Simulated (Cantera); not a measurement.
An adiabatic, constant-pressure homogeneous reactor starts with CH3OH : O2 : N2 = 1 : 2.05 : 8.01 (molar parts), at 1475 K and 1000000 Pa.

Cantera simulation using GRI-Mech 3.0 (53 species, 325 reactions); the numbers are that mechanism's predictions, not measurements. GRI-Mech 3.0 was tuned for natural gas; its chemistry of methanol as a main component is partial and can be far from experiment.

Task: Predict: time of steepest temperature rise; temperature at 0.200 s; equilibrium temperature; x(O2) at 0.200 s; x(H) at 0.200 s; x(N2O) at 0.200 s; x(H2) at 0.200 s.

Result: 
```json
{
 "time_of_steepest_temperature_rise": "45.4 µs",
 "temperature at 0.200 s": "2700 K",
 "equilibrium_temperature": "2700 K",
 "x(O2) at 0.200 s": "0.0435 (gas-phase equilibrium 0.0435)",
 "x(H) at 0.200 s": "0.00108 (gas-phase equilibrium 0.00108)",
 "x(N2O) at 0.200 s": "2.21e-6 (gas-phase equilibrium 2.21e-6)",
 "x(H2) at 0.200 s": "0.00357 (gas-phase equilibrium 0.00357)"
}
```
